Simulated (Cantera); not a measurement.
What does this Cantera script print?

```python
import numpy as np
import cantera as ct

gas_names = """
    H H2 N NH NH2 NH3 N2 N2H2 N2H4 Si SiH SiH2 SiH3 SiH4 SiN Si2 Si2N Si3
""".split()
cond_names = """
    Si(cr) Si(L) Si3N4(a)
""".split()


# ... load() reads the species with a 1 bar reference pressure and builds the phases ...
atoms = {
    'Si3N4': {'Si': 3, 'N': 4},
    'H2': {'H': 2},
}
top_T = {'Si3N4(a)': 2400}  # K; cautious upper limits of use, not melting points


# ... equilibrate(T, P, feed) seeds the gas with the atoms and calls Mixture.equilibrate('TP', solver="vcs", rtol=1e-11, max_steps=5000) ...
results = []
feed = {'Si3N4': 1, 'H2': 4.9}  # mol
P = 39  # Pa
for T in [1773, 1873, 1973, 2073, 2173, 2273, 2373, 2473, 2573, 2673, 2773, 2873, 2973]:
    mix = equilibrate(T, P, feed)
    results.append((T, P, feed, dict(zip(mix.species_names, mix.species_moles))))

top = {s: max(r[3][s] / sum(r[3][g] for g in gas_names) for r in results) for s in gas_names}
cols = sorted((s for s in top if top[s] > 1e-05), key=lambda s: -top[s])[:5]
seen = [c for c in cond_names if any(r[3].get(c, 0) > 1e-12 for r in results)]
print("log10 of partial pressures in bar; condensed amounts in mol")
print(f"{'T/K':>10s}" + "".join(f"{s[:9]:>10s}" for s in cols + seen))
for T, P, feed, n in results:
    ng = sum(n[g] for g in gas_names)
    print(f"{T:10.4g}" + "".join(f"{np.log10(max(n[s] / ng * P / 1e5, 1e-99)):10.3f}" for s in cols)
          + "".join(f"{n.get(c, 0):10.4g}" for c in seen))
```

Output:

```
log10 of partial pressures in bar; condensed amounts in mol
       T/K        H2         H        N2        Si       Si2     Si(L)
      1773    -3.566    -5.329    -3.952    -5.672    -7.926      2.96
      1873    -3.582    -4.981    -3.963    -5.055    -7.182      2.83
      1973    -3.627    -4.683    -3.997    -4.501    -6.514     2.343
      2073    -3.758    -4.459    -4.106    -4.001    -5.912    0.3422
      2173    -3.826    -4.230    -4.137    -3.969    -6.209         0
      2273    -3.909    -4.030    -4.159    -3.987    -6.573         0
      2373    -4.033    -3.872    -4.186    -4.012    -6.925         0
      2473    -4.208    -3.756    -4.214    -4.040    -7.258         0
      2573    -4.432    -3.680    -4.239    -4.064    -7.563         0
      2673    -4.692    -3.636    -4.256    -4.081    -7.834         0
      2773    -4.968    -3.613    -4.267    -4.091    -8.074         0
      2873    -5.245    -3.601    -4.272    -4.096    -8.290         0
      2973    -5.514    -3.595    -4.275    -4.099    -8.487         0
```

Equilibrium computed with Cantera from the NASA thermochemical tables; the gas is ideal and each condensed phase is pure. The tables' values for SiN are old estimates; treat these amounts as uncertain. Gases not in the tables: Si2H6 and higher silanes.
